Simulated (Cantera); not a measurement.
# Hydrocarbon pyrolysis for carbon deposition

A perfectly stirred reactor is fed with C₂H₆ : H₂ = 1 : 23 (molar parts), at 3.00 Torr; it is held at 1575 K, and followed from long to short residence time.

Cantera simulation using GRI-Mech 3.0 (53 species, 325 reactions); the numbers are that mechanism's predictions, not measurements. GRI-Mech 3.0 stops at C3 and has no aromatics, soot or wall deposition, so with more carbon than oxygen in the feed, carbon stays in small species such as C2H2 where larger ones or solid carbon would form. Radical loss at walls, strong at low pressure, is not modelled.

| τ (s) | x C₂H₆ | x H₂ | x C₂H₂ | x CH₂ | x C₂H₄ |
|---|---|---|---|---|---|
| 0.64 | 0.000112 | 0.942 | 0.0221 | 9.62e-7 | 0.000624 |
| 0.30 | 0.000215 | 0.939 | 0.0195 | 1.27e-6 | 0.00104 |
| 0.14 | 0.000416 | 0.937 | 0.0168 | 1.64e-6 | 0.00172 |
| 0.062 | 0.000846 | 0.935 | 0.0139 | 2.07e-6 | 0.00287 |
| 0.029 | 0.00165 | 0.934 | 0.0108 | 2.51e-6 | 0.00443 |
| 0.013 | 0.00335 | 0.934 | 0.00747 | 3.02e-6 | 0.00641 |
| 0.0060 | 0.00662 | 0.936 | 0.00435 | 3.46e-6 | 0.00809 |
x: mole fraction; the columns are a selection and need not sum to one.
